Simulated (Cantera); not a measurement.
Input: 1 mol SiH2Cl2, 0.054 mol Cl2, 110 mol H2, held at 1073 K and 1 atm.

These are equilibrium values from Cantera (NASA tables, ideal gas, pure condensed phases), not measurements of a reactor. The tables' values for SiCl3 are old estimates; treat these amounts as uncertain. Rates play no part.

| species | before | after |
|---|---|---|
| H2 | 0.989 | 0.986 |
| HCl | 0.00699 | 0.0116 |
| SiHCl3 | 0.00200 | 0.00114 |
| SiCl2 | 9.62e-5 | 0.000309 |
| SiCl4 | 0.00115 | 0.000565 |
| SiCl3 | 8.33e-5 | 0.000134 |
| SiH2Cl2 | 0.000405 | 0.000293 |
| SiH3Cl | 2.15e-5 | 2.06e-5 |
| Si(s), mol | 0.580 | 0.725 |
Gas species are given as mole fractions.

Task: Name the change that produced these shifts.
A) Cl2 from 0.054 to 0.44 mol
B) temperature from 1073 K to 1573.15 K
C) temperature from 1073 K to 1175 K
D) SiH2Cl2 replaced by SiCl4

Result: C, temperature from 1073 K to 1175 K
